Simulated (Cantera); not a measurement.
Input (Python, Cantera):

```python
import numpy as np
import cantera as ct

gas = ct.Solution("gri30.yaml")
gas.TPX = 900, 100000, {'CO': 0.0016, 'O2': 0.012, 'H2O': 0.06, 'N2': 1}
reactor = ct.IdealGasConstPressureReactor(gas, energy="off", clone=False)
net = ct.ReactorNet([reactor])
net.rtol, net.atol = 1e-08, 1e-18
show = ['CO', 'O2', 'H2O', 'NO', 'OH']
times = np.geomspace(4e-05, 10, 12)

steps = ct.SolutionArray(gas, extra=["t"])
rows = []
print(f"{'t/s':>10s}{'T/K':>9s}{'P/Pa':>11s}" + "".join(f"{s:>11s}" for s in show))
for t in times:
    while net.time < t:
        t_next = net.step()
        steps.append(gas.state, t=t_next)
    rows.append([np.interp(t, steps.t, y) for y in (steps.T, steps.P, *steps(*show).X.T)])
    print(f"{t:10.3e}{rows[-1][0]:9.1f}{rows[-1][1]:11.4g}" + "".join(f"{x:11.3e}" for x in rows[-1][2:]))
rate = np.gradient(steps.T, steps.t)
print("integrator steps:", len(steps.t))
if steps.T.max() > steps.T[0] + 200:
    print(f"time of steepest temperature rise: {steps.t[rate.argmax()]:.4e} s")
gas.TPX = 900, 100000, {'CO': 0.0016, 'O2': 0.012, 'H2O': 0.06, 'N2': 1}
gas.equilibrate("TP")
print(f"equilibrium (TP): T = {gas.T:.1f} K  " + "  ".join(f"{s} {gas[s].X[0]:.3e}" for s in show))
```

Output:

```
       t/s      T/K       P/Pa         CO         O2        H2O         NO         OH
 4.000e-05    900.0      1e+05  1.490e-03  1.118e-02  5.589e-02  8.731e-28  2.157e-15
 1.238e-04    900.0      1e+05  1.490e-03  1.118e-02  5.589e-02  1.001e-26  1.487e-14
 3.833e-04    900.0      1e+05  1.490e-03  1.118e-02  5.589e-02  1.027e-25  9.600e-14
 1.186e-03    900.0      1e+05  1.490e-03  1.118e-02  5.589e-02  9.050e-25  4.220e-13
 3.672e-03    900.0      1e+05  1.490e-03  1.118e-02  5.589e-02  6.522e-24  9.896e-13
 1.137e-02    900.0      1e+05  1.490e-03  1.118e-02  5.589e-02  3.299e-23  1.306e-12
 3.519e-02    900.0      1e+05  1.490e-03  1.118e-02  5.589e-02  1.256e-22  1.573e-12
 1.089e-01    900.0      1e+05  1.490e-03  1.118e-02  5.589e-02  4.819e-22  2.501e-12
 3.372e-01    900.0      1e+05  1.490e-03  1.118e-02  5.589e-02  2.746e-21  7.000e-12
 1.044e+00    900.0      1e+05  1.490e-03  1.118e-02  5.589e-02  1.109e-19  6.952e-11
 3.231e+00    900.0      1e+05  1.460e-03  1.116e-02  5.589e-02  4.795e-16  9.384e-09
 1.000e+01    900.0      1e+05  1.154e-03  1.101e-02  5.589e-02  1.379e-14  1.183e-08
integrator steps: 455
equilibrium (TP): T = 900.0 K  CO 2.043e-14  O2 1.044e-02  H2O 5.593e-02  NO 2.249e-06  OH 4.647e-09
```

Detailed kinetics in Cantera: GRI-Mech 3.0 (53 species, 325 reactions).
